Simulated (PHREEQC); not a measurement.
A made-up water analysis in mg/L, 57 °C, pH 6.21, pe 9.9:

```
constituent          mg/L
------------------  -----
Na                   1940
K                     174
Ca                   74.4
Mg                   26.8
Cl                   2970
S(6) as SO4           470
Alkalinity as HCO3    119
Li                  0.165
```

Valence states are taken as typed.

Equilibrium calculation in PHREEQC: ion-association model, phreeqc.dat.

This is a speciation only: nothing precipitates in the calculation.

### Question
Order these S species by the share of S that they hold, largest first: SO4-2, CaSO4, MgSO4, KSO4-, NaSO4-.

### Answer
SO4-2 (77 %), NaSO4- (14 %), MgSO4 (4.4 %), CaSO4 (3.6 %), KSO4- (1.3 %)

### Question
Order these Mg species by the share of Mg that they hold, largest first: MgSO4, Mg+2, MgHCO3+.

### Answer
Mg+2 (79 %), MgSO4 (20 %), MgHCO3+ (0.87 %)

The pH is 6.21 and the ionic strength 0.100 mol/kgw. At this temperature some constants are extrapolated from 25 °C, and those without enthalpy data are left unchanged.
